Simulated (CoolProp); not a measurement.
Properties of ethane along the isobar 6390 kPa (Tc = 305.3 K, pc = 4872 kPa, ω = 0.099).

The numbers come from the reference Helmholtz-energy equation of state, Bücker 2006 in CoolProp.

```csv
T (K),phase,cv (kJ/(kg K)),speed of sound (m/s),Joule-Thomson coefficient (K/MPa),viscosity (µPa s),conductivity (mW/(m K)),fugacity coefficient
128.9,liquid,1.471,1761,-0.5526,414,225,0.0002360
156.4,liquid,1.446,1567,-0.5159,255,199,0.003256
184,liquid,1.443,1371,-0.4572,176,173,0.01867
211.6,liquid,1.463,1171,-0.3622,129,148,0.06303
239.1,liquid,1.507,966.3,-0.2014,96.2,125,0.1511
266.7,liquid,1.577,751.1,0.1105,71.2,104,0.2881
294.3,liquid,1.691,507.5,0.9625,49.5,82.4,0.4629
321.8,supercritical,1.981,223.3,8.343,20.1,56.5,0.6354
349.4,supercritical,1.860,264.7,7.939,14.8,39.1,0.7288
377,supercritical,1.911,295.2,6.189,14.5,39.4,0.7901
```

Viscosity comes from a separate model (Friend 1991). Thermal conductivity comes from a separate model (Friend 1991).
